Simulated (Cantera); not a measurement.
Cantera run:

```python
import numpy as np
import cantera as ct

gas_names = """
    C CN CO CO2 C2 CCN CNC C2N2 C2O C3 C3O2 C4 C4N2 C5 Cu CuO Cu2 N NCO NO NO2 NO3 N2 N2O O O2 O3
""".split()
cond_names = """
    C(gr) Cu(cr) Cu(L) CuO(s) Cu2O(s) Cu2O(L)
""".split()


# ... load() reads the species with a 1 bar reference pressure and builds the phases ...
atoms = {
    'CuO': {'Cu': 1, 'O': 1},
    'C': {'C': 1},
    'N2': {'N': 2},
}
top_T = {'C(gr)': 4500, 'CuO(s)': 1390}  # K; cautious upper limits of use, not melting points


# ... equilibrate(T, P, feed) seeds the gas with the atoms and calls Mixture.equilibrate('TP', solver="vcs", rtol=1e-11, max_steps=5000) ...
results = []
feed = {'CuO': 1, 'C': 1.2, 'N2': 13}  # mol
T = 1998  # K
P = 9400  # Pa
mix = equilibrate(T, P, feed)
results.append((T, P, feed, dict(zip(mix.species_names, mix.species_moles))))
print(gas.report(threshold=1e-06))
for i in range(1, mix.n_phases):
    print(f"{mix.phase(i).name:16s} {mix.phase_moles(i):12.5e} mol")
```

Result:

```
       temperature   1998 K
          pressure   9400 Pa
           density   0.016766 kg/m^3
  mean mol. weight   29.63 kg/kmol
   phase of matter   gas

                          1 kg             1 kmol
                     ---------------   ---------------
          enthalpy        2.1216e+06        6.2863e+07  J
   internal energy         1.561e+06        4.6251e+07  J
           entropy            9235.4        2.7364e+05  J/K
    Gibbs function       -1.6331e+07       -4.8387e+08  J
 heat capacity c_p            1193.9             35374  J/K
 heat capacity c_v            913.26             27060  J/K

                      mass frac. Y      mole frac. X     chem. pot. / RT
                     ---------------   ---------------   ---------------
                CN        1.4835e-06        1.6894e-06           -17.474
                CO          0.064476          0.068204           -39.403
              C2N2        2.7819e-06         1.584e-06           -34.948
                Cu          0.096429          0.044962           -7.7829
               Cu2        0.00079156        0.00018454           -15.566
                N2            0.8383           0.88665           -29.422
     [  +21 minor]        1.9544e-08        1.5077e-08

C(gr)             1.99929e-01 mol
Cu(L)             3.35356e-01 mol
Cu2O(L)           0.00000e+00 mol
```

These are equilibrium values from Cantera (NASA tables, ideal gas, pure condensed phases), not measurements of a reactor.
